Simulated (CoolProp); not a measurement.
Vapour-liquid equilibrium of R13 (1) + n-butane (2) at 0.265 MPa; x and y are mole fractions of (1).

Computed with CoolProp (multi-fluid Helmholtz-energy mixture model, Platzer 1990 and Bücker 2006; pair parameters Bell 2016). This equation is an older, rougher fit; its heat capacities, sound speeds and derivatives of the liquid may be far off and weren't checked against measurements.

Q: Give the bubble temperature and the first vapour's composition at x = 0.15, 0.75, 0.95. Is there an azeotrope?

A: x = 0.15: 247.0 K, y = 0.877; x = 0.75: 217.4 K, y = 0.987; x = 0.95: 213.0 K, y = 0.997. No azeotrope shows between x = 0.05 and 0.95.

Pair parameters are fitted to limited data, so mixtures are less certain than the pure fluids. With so large a gap from Raoult's law the liquid may split in two, which this calculation doesn't test in full.
